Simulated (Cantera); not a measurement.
**Thermodynamics of silicon carbide growth, feed SiHCl3 + C2H2 + H2**

Charge: 1 mol SiHCl3, 1.2 mol C2H2, 96 mol H2, equilibrated at 750 Torr.

Cantera equilibrium calculation (NASA polynomials, part measured and part estimated; ideal gas, pure solids and liquids). Candidate condensed phases: C, C6H6, C7H8, C8H18, Si, SiC; 109 gas species. The tables' values for SiCl, SiCl3 are old estimates; treat these amounts as uncertain. Gases not in the tables: Si2H6 and higher silanes. Equilibrium is a limit: real reactors are often held back by kinetics, nucleation or transport.

From 900 K to 1200 K the condensed part is SiC(s). From 1350 K to 2400 K the condensed part is C(graphite) + SiC(s). At 2550 K the condensed part is SiC(s). The main Si-bearing gas is SiCl4 at 900 K and Si at 2550 K. The share of Si in condensed phases is highest at 1350 K (99.8 %) and lowest at 900 K (45.7 %).

| T (K) | x H2 | x HCl | x H | x CH4 | x C2H2 (acetylene) | n SiC(s) | n C(graphite) |
|---|---|---|---|---|---|---|---|
| 900 | 0.964 | 0.00984 | 1.15e-10 | 0.0201 | <1e-12 | 0.457 | 0 |
| 1050 | 0.957 | 0.0260 | 7.93e-9 | 0.0156 | 3.52e-10 | 0.874 | 0 |
| 1200 | 0.955 | 0.0305 | 1.93e-7 | 0.0144 | 9.76e-8 | 0.994 | 0 |
| 1350 | 0.964 | 0.0303 | 2.34e-6 | 0.00536 | 1.19e-6 | 0.998 | 0.873 |
| 1500 | 0.967 | 0.0303 | 1.73e-5 | 0.00240 | 8.73e-6 | 0.997 | 1.16 |
| 1650 | 0.968 | 0.0302 | 8.94e-5 | 0.00125 | 4.42e-5 | 0.996 | 1.27 |
| 1800 | 0.969 | 0.0301 | 0.000352 | 0.000722 | 0.000170 | 0.993 | 1.30 |
| 1950 | 0.968 | 0.0300 | 0.00113 | 0.000456 | 0.000529 | 0.989 | 1.26 |
| 2100 | 0.965 | 0.0298 | 0.00306 | 0.000307 | 0.00139 | 0.981 | 1.11 |
| 2250 | 0.959 | 0.0295 | 0.00727 | 0.000218 | 0.00321 | 0.960 | 0.770 |
| 2400 | 0.947 | 0.0290 | 0.0155 | 0.000159 | 0.00660 | 0.883 | 0.143 |
| 2550 | 0.928 | 0.0280 | 0.0300 | 9.95e-5 | 0.00857 | 0.500 | 0 |
x: gas mole fraction; n: condensed amount in mol.
